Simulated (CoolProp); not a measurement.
c-C4F8 (RC318) along the isobar 38.1 bar: fugacity coefficient from the reference equation and from simpler models built on Tc = 388.4 K, pc = 27.78 bar, ω = 0.355; each cubic takes its own stable root.

Computed with CoolProp (reference Helmholtz-energy equation of state, Platzer 1990). This equation is an older, rougher fit; its heat capacities, sound speeds and derivatives of the liquid may be far off and weren't checked against measurements.

```json
[
 {"T (K)": "338.6", "phase": "liquid", "reference": "0.2396"},
 {"T (K)": "354.7", "phase": "liquid", "reference": "0.3221"},
 {"T (K)": "370.9", "phase": "liquid", "reference": "0.4149"},
 {"T (K)": "387", "phase": "liquid", "reference": "0.5120"},
 {"T (K)": "403.1", "phase": "supercritical", "reference": "0.6039"},
 {"T (K)": "419.3", "phase": "supercritical", "reference": "0.6698"},
 {"T (K)": "435.4", "phase": "supercritical", "reference": "0.7165"},
 {"T (K)": "451.6", "phase": "supercritical", "reference": "0.7543"},
 {"T (K)": "467.7", "phase": "supercritical", "reference": "0.7858"},
 {"T (K)": "483.9", "phase": "supercritical", "reference": "0.8129"},
 {"T (K)": "500", "phase": "supercritical", "reference": "0.8363"}
]
```

**Question.** How far does each simpler model (van der Waals, Redlich-Kwong, Peng-Robinson) lie from the reference over these 11 states: mean and median of the absolute difference, and the worst?

**Answer.** 
- van der Waals: mean 13.3 %, median 4.9 %, worst +58.4 % at 338.6 K and 38.1 bar
- Redlich-Kwong: mean 6.5 %, median 4.2 %, worst +22.8 % at 338.6 K and 38.1 bar
- Peng-Robinson: mean 2.9 %, median 2.9 %, worst -3.8 % at 419.3 K and 38.1 bar
